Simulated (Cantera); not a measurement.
A closed system holds: 1 mol Ta₂O₅, 0.55 mol C, 0.022 mol CO.

Method: chemical equilibrium by Gibbs-energy minimisation in Cantera with the NASA 1993 tables (ideal gas, pure condensed phases). Candidate condensed phases: C, Ta, TaC, Ta₂O₅; 15 gas species. Mutual solubility and eutectic melting of coexisting phases are not modelled. TaC: taken at fixed stoichiometry. Condensed phases not in the tables: Ta₂C, N, O or C dissolved in the metal. Equilibrium is a limit: real reactors are often held back by kinetics, nucleation or transport.

Question: What condenses at these points (T in °C, P in Pa): (1650, 10); (1550, 190000); (950, 1000000); (1150, 37000); (1250, 270); (1550, 10)?

Answer: 
```csv
T (°C),P in Pa,condensed phases,Ta condensed (%)
1650,10,Ta + Ta₂O₅,99.9
1550,190000,TaC + Ta₂O₅,100.0
950,1000000,C + Ta₂O₅,100.0
1150,37000,TaC + Ta₂O₅,100.0
1250,270,TaC + Ta₂O₅,100.0
1550,10,Ta + Ta₂O₅,100.0
```
